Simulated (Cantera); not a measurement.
Adiabatic ignition

An adiabatic, constant-pressure homogeneous reactor starts with CH4 : H2 : O2 : N2 : CO2 = 1 : 0.35 : 1.98 : 7.43 : 1.7 (molar parts), equivalence ratio 1.1, at 1525 K and 3600 Torr.

Detailed kinetics in Cantera: GRI-Mech 3.0 (53 species, 325 reactions).

| t (s) | T (K) | x CH4 | x H2 | x O2 | x C2H | x CH2O | x O | x CH3 |
|---|---|---|---|---|---|---|---|---|
| 5.00e-6 | 1525 | 0.0802 | 0.0281 | 0.159 | <1e-12 | 4.75e-7 | 5.71e-8 | 8.00e-6 |
| 1.61e-5 | 1525 | 0.0802 | 0.0281 | 0.159 | <1e-12 | 1.28e-5 | 4.34e-7 | 7.14e-5 |
| 5.19e-5 | 1538 | 0.0772 | 0.0275 | 0.157 | 1.22e-12 | 0.000639 | 3.74e-6 | 0.000538 |
| 0.000167 | 2654 | <1e-12 | 0.00949 | 0.0151 | <1e-12 | 1.02e-9 | 0.00208 | <1e-12 |
| 0.000538 | 2678 | <1e-12 | 0.00900 | 0.0132 | <1e-12 | 9.62e-10 | 0.00174 | <1e-12 |
| 0.00173 | 2672 | <1e-12 | 0.00911 | 0.0122 | <1e-12 | 9.81e-10 | 0.00162 | <1e-12 |
| 0.00558 | 2668 | <1e-12 | 0.00918 | 0.0116 | <1e-12 | 9.93e-10 | 0.00156 | <1e-12 |
| 0.0180 | 2668 | <1e-12 | 0.00919 | 0.0116 | <1e-12 | 9.93e-10 | 0.00156 | <1e-12 |
| 0.0579 | 2668 | <1e-12 | 0.00919 | 0.0116 | <1e-12 | 9.93e-10 | 0.00156 | <1e-12 |
| 0.186 | 2668 | <1e-12 | 0.00919 | 0.0116 | <1e-12 | 9.93e-10 | 0.00156 | <1e-12 |
| 0.600 | 2668 | <1e-12 | 0.00919 | 0.0116 | <1e-12 | 9.93e-10 | 0.00156 | <1e-12 |
x: mole fraction; the columns are a selection and need not sum to one.

```yaml
time_of_steepest_temperature_rise: 0.114 ms
temperature at 0.600 s: 2668 K
equilibrium_temperature: 2668 K
x(CH4) at 0.600 s: <1e-12 (gas-phase equilibrium <1e-12)
x(H2) at 0.600 s: 0.00919 (gas-phase equilibrium 0.00919)
x(O2) at 0.600 s: 0.0116 (gas-phase equilibrium 0.0116)
```
